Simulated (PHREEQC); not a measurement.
Brine (model solution)

Solution (25 °C): 0.52 mol/kgw H2SO4, 0.48 mol/kgw NaCl and 0.054 mol/kgw KBr. Closed to the air; pH follows from the charge balance.

Equilibrium calculation in PHREEQC: Pitzer model, pitzer.dat.

The pH is 0.20 and the ionic strength is 1.31 mol/kgw. The activity of water comes out as 0.962 and the density comes out as 1.051 g/cm³. The osmotic coefficient comes out as 0.960 and the total alkalinity is -1040 meq/kg.

| species | molality | activity | log γ |
|---|---|---|---|
| H+ | 0.649 | 0.631 | -0.012 |
| Cl- | 0.480 | 0.283 | -0.229 |
| Na+ | 0.480 | 0.378 | -0.104 |
| HSO4- | 0.391 | 0.256 | -0.184 |
| SO4-2 | 0.129 | 0.00425 | -1.483 |
| Br- | 0.0540 | 0.0340 | -0.201 |
| K+ | 0.0540 | 0.0354 | -0.183 |

This is a speciation only: nothing precipitates in the calculation. Complexes and solids missing from the database can't appear. In brines, pH and single-ion activities rest on the MacInnes convention.
